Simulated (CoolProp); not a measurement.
A single-stage vapour-compression cycle with propylene: evaporating at 198.15 K (dew point), condensing at 235.15 K (bubble point), superheat 0 K, subcooling 2 K, compressor efficiency 0.65, no pressure losses. Each further row changes one setting.

The numbers come from the reference Helmholtz-energy equation of state, Lemmon 2013 in CoolProp.

```
case                              cooling COP  pressure ratio  discharge temperature (K)  refrigerating effect (kJ/kg)  volumetric capacity (kJ/m³)
--------------------------------  -----------  --------------  -------------------------  ----------------------------  ---------------------------
as stated                                3.07            6.43                      294.9                           392                          243
evaporating temperature 203.15 K         3.71            4.78                      285.0                           397                          324
condensing temperature 230.15 K          3.61            5.20                      283.6                           403                          249
subcooling 7 K                           3.15            6.43                      294.9                           403                          249
superheat 10 K                           3.01            6.43                      306.6                           404                          238
compressor efficiency 0.55               2.59            6.43                      309.6                           392                          243
```
